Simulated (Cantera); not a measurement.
Input (Python, Cantera):

```python
import numpy as np
import cantera as ct

gas = ct.Solution("gri30.yaml")


def delay(T, t_max=10):
    gas.TPX = T, 87000, {'CH4': 1, 'C2H6': 0.076, 'C3H8': 0.18, 'O2': 1.51, 'N2': 7.99}
    reactor = ct.IdealGasReactor(gas, clone=False)
    net = ct.ReactorNet([reactor])
    net.rtol, net.atol = 1e-8, 1e-16
    while net.time < t_max:
        t_old, T_old = net.time, reactor.T
        net.step()
        if reactor.T > T + 400:  # ignition: a rise of 400 K
            return t_old + (T + 400 - T_old) / (reactor.T - T_old) * (net.time - t_old)
    return np.nan


taus = []
for T in [1123, 1223, 1323, 1423, 1523, 1623, 1723, 1823, 1923, 2023]:
    taus.append(delay(T))
    print(f"T0 = {T:6g} K   tau = {taus[-1]:.4e} s")
```

Result:

```
T0 =   1123 K   tau = 3.6230e-02 s
T0 =   1223 K   tau = 6.4573e-03 s
T0 =   1323 K   tau = 1.4426e-03 s
T0 =   1423 K   tau = 4.2865e-04 s
T0 =   1523 K   tau = 1.6514e-04 s
T0 =   1623 K   tau = 7.8457e-05 s
T0 =   1723 K   tau = 4.3728e-05 s
T0 =   1823 K   tau = 2.7425e-05 s
T0 =   1923 K   tau = 1.8749e-05 s
T0 =   2023 K   tau = 1.3658e-05 s
```

Model: GRI-Mech 3.0 (53 species, 325 reactions), integrated in Cantera. GRI-Mech 3.0 was tuned for natural gas; its chemistry of propane as a main component is partial and can be far from experiment.
